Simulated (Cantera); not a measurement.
What does this Cantera script print?

```python
import numpy as np
import cantera as ct

gas_names = """
    CL CLO CL2 Fe FeCL FeCL2 FeCL3 FeO Fe2CL4 Fe2CL6 N NO NO2 NO3 N2 N2O O O2 O3
""".split()
cond_names = """
    Fe(a) Fe(c) Fe(d) Fe(L) FeCL2(s) FeCL2(L) FeCL3(s) FeCL3(L) FeO(s) FeO(L) Fe2O3(s) Fe3O4(s)
""".split()


# ... load() reads the species with a 1 bar reference pressure and builds the phases ...
atoms = {
    'Fe2O3': {'Fe': 2, 'O': 3},
    'Cl2': {'CL': 2},
    'N2': {'N': 2},
}
top_T = {'Fe2O3(s)': 1830, 'Fe3O4(s)': 1870}  # K; cautious upper limits of use, not melting points


# ... equilibrate(T, P, feed) seeds the gas with the atoms and calls Mixture.equilibrate('TP', solver="vcs", rtol=1e-11, max_steps=5000) ...
results = []
feed = {'Fe2O3': 1, 'Cl2': 0.69, 'N2': 0.12}  # mol
P = 370000  # Pa
for T in [775, 875, 975, 1075, 1175, 1275, 1375, 1475, 1575]:
    mix = equilibrate(T, P, feed)
    results.append((T, P, feed, dict(zip(mix.species_names, mix.species_moles))))
    x = sorted(zip(gas.X, gas.species_names), reverse=True)
    print(f"T = {T:g} K  P = {P:g} Pa  gas = {mix.phase_moles(0):.4g} mol")
    print("   x: " + "  ".join(f"{s} {v:.3e}" for v, s in x if v > 0.0001))
    print("   condensed (mol): " + ("  ".join(f"{mix.phase(i).name} {mix.phase_moles(i):.4g}"
          for i in range(1, mix.n_phases) if mix.phase_moles(i) > 1e-12) or "none"))
```

Result:

```
T = 775 K  P = 370000 Pa  gas = 0.8098 mol
   x: CL2 8.474e-01  N2 1.482e-01  O2 2.311e-03  FeCL3 1.058e-03  Fe2CL6 1.012e-03
   condensed (mol): Fe2O3(s) 0.9988
T = 875 K  P = 370000 Pa  gas = 0.8101 mol
   x: CL2 8.354e-01  N2 1.481e-01  O2 8.159e-03  FeCL3 5.770e-03  Fe2CL6 2.553e-03
   condensed (mol): Fe2O3(s) 0.9956
T = 975 K  P = 370000 Pa  gas = 0.8123 mol
   x: CL2 8.047e-01  N2 1.477e-01  O2 2.230e-02  FeCL3 2.046e-02  Fe2CL6 4.628e-03  CL 1.235e-04
   condensed (mol): Fe2O3(s) 0.9879
T = 1075 K  P = 370000 Pa  gas = 0.8185 mol
   x: CL2 7.440e-01  N2 1.466e-01  FeCL3 5.268e-02  O2 4.942e-02  Fe2CL6 6.472e-03  CL 4.949e-04  FeCL2 2.856e-04
   condensed (mol): Fe2O3(s) 0.973
T = 1175 K  P = 370000 Pa  gas = 0.8306 mol
   x: CL2 6.485e-01  N2 1.445e-01  FeCL3 1.053e-01  O2 9.112e-02  Fe2CL6 7.225e-03  FeCL2 1.748e-03  CL 1.516e-03
   condensed (mol): Fe2O3(s) 0.9495
T = 1275 K  P = 370000 Pa  gas = 0.8499 mol
   x: CL2 5.273e-01  FeCL3 1.703e-01  O2 1.432e-01  N2 1.411e-01  FeCL2 7.593e-03  Fe2CL6 6.525e-03  CL 3.731e-03  NO 1.172e-04
   condensed (mol): Fe2O3(s) 0.9188
T = 1375 K  P = 370000 Pa  gas = 0.878 mol
   x: CL2 3.993e-01  FeCL3 2.286e-01  O2 1.975e-01  N2 1.366e-01  FeCL2 2.494e-02  CL 7.675e-03  Fe2CL6 4.799e-03  NO 2.535e-04  Fe2CL4 2.514e-04  CLO 1.917e-04
   condensed (mol): Fe2O3(s) 0.8843
T = 1475 K  P = 370000 Pa  gas = 0.9191 mol
   x: CL2 2.818e-01  FeCL3 2.583e-01  O2 2.471e-01  N2 1.303e-01  FeCL2 6.448e-02  CL 1.359e-02  Fe2CL6 2.853e-03  Fe2CL4 7.330e-04  NO 4.767e-04  CLO 3.299e-04
   condensed (mol): Fe2O3(s) 0.8484
T = 1575 K  P = 370000 Pa  gas = 0.979 mol
   x: O2 2.884e-01  FeCL3 2.456e-01  CL2 1.845e-01  FeCL2 1.340e-01  N2 1.222e-01  CL 2.111e-02  Fe2CL4 1.540e-03  Fe2CL6 1.334e-03  NO 8.008e-04  CLO 4.893e-04
   condensed (mol): Fe2O3(s) 0.8113
```

Method: chemical equilibrium by Gibbs-energy minimisation in Cantera with the NASA 1993 tables (ideal gas, pure condensed phases). Condensed phases not in the tables: FeOCl.
